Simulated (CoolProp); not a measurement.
Vapour-liquid equilibrium of hydrogen sulfide (1) + n-butane (2) at 0.918 bar; x and y are mole fractions of (1).

Model: multi-fluid Helmholtz-energy mixture model, Lemmon 2006 and Bücker 2006; pair parameters Kunz 2012, in CoolProp.

```json
[
 {"x": "0.05", "bubble temperature, mixture model (K)": "248.6", "bubble temperature, Raoult's law (K)": "259.9", "y, mixture model": "0.612", "y, Raoult's law": "0.373"},
 {"x": "0.125", "bubble temperature, mixture model (K)": "231.7", "bubble temperature, Raoult's law (K)": "249.0", "y, mixture model": "0.845", "y, Raoult's law": "0.643"},
 {"x": "0.2", "bubble temperature, mixture model (K)": "223.8", "bubble temperature, Raoult's law (K)": "241.4", "y, mixture model": "0.907", "y, Raoult's law": "0.775"},
 {"x": "0.275", "bubble temperature, mixture model (K)": "219.6", "bubble temperature, Raoult's law (K)": "235.6", "y, mixture model": "[?]", "y, Raoult's law": "0.849"},
 {"x": "0.35", "bubble temperature, mixture model (K)": "217.3", "bubble temperature, Raoult's law (K)": "231.0", "y, mixture model": "0.944", "y, Raoult's law": "0.894"},
 {"x": "0.425", "bubble temperature, mixture model (K)": "215.9", "bubble temperature, Raoult's law (K)": "227.3", "y, mixture model": "0.950", "y, Raoult's law": "0.924"},
 {"x": "0.5", "bubble temperature, mixture model (K)": "215.0", "bubble temperature, Raoult's law (K)": "224.1", "y, mixture model": "0.955", "y, Raoult's law": "0.945"},
 {"x": "0.575", "bubble temperature, mixture model (K)": "[?]", "bubble temperature, Raoult's law (K)": "221.4", "y, mixture model": "0.958", "y, Raoult's law": "0.961"},
 {"x": "0.65", "bubble temperature, mixture model (K)": "214.0", "bubble temperature, Raoult's law (K)": "219.0", "y, mixture model": "0.961", "y, Raoult's law": "0.972"},
 {"x": "0.725", "bubble temperature, mixture model (K)": "213.5", "bubble temperature, Raoult's law (K)": "217.0", "y, mixture model": "0.964", "y, Raoult's law": "0.981"},
 {"x": "0.8", "bubble temperature, mixture model (K)": "213.0", "bubble temperature, Raoult's law (K)": "215.1", "y, mixture model": "0.968", "y, Raoult's law": "0.988"},
 {"x": "0.875", "bubble temperature, mixture model (K)": "212.3", "bubble temperature, Raoult's law (K)": "213.4", "y, mixture model": "0.975", "y, Raoult's law": "0.993"},
 {"x": "0.95", "bubble temperature, mixture model (K)": "[?]", "bubble temperature, Raoult's law (K)": "211.9", "y, mixture model": "0.987", "y, Raoult's law": "0.997"}
]
```

Task: What belongs in the gaps?

Result: 
- 0.275, y, mixture model: 0.932
- 0.575, bubble temperature, mixture model (K): 214.4
- 0.95, bubble temperature, mixture model (K): 211.6

The largest gap from Raoult's law is -17.6 K in bubble temperature, at x = 0.2. No azeotrope shows between x = 0.05 and 0.95.

The pair parameters rest on a limited set of measurements; away from them the model extrapolates. With so large a gap from Raoult's law the liquid may split in two, which this calculation doesn't test in full.
